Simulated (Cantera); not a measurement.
A freely propagating, adiabatic, planar premixed flame of 21.3 % H₂, 19.8 % O₂, 58.8 % N₂, unburnt at 573 K and 653 Torr; mixture-averaged transport, grid criteria slope 0.08 and curve 0.16, no radiation.

Detailed kinetics in Cantera: the H2/O2 subset of GRI-Mech 3.0, which has no nitrogen chemistry. Burning velocities carry a grid error of a few per cent, more on coarse grids. Lean hydrogen flames are cellular in practice and burn faster than this planar one.

Problem. Predict: laminar burning velocity; thermal thickness; peak x(O); peak x(HO₂); peak x(OH); peak x(H₂O₂).

Solution. 
- laminar burning velocity: 448 cm/s
- thermal thickness: 0.465 mm
- peak x(O): 0.0150
- peak x(HO₂): 0.000325
- peak x(OH): 0.0145
- peak x(H₂O₂): 2.28e-5
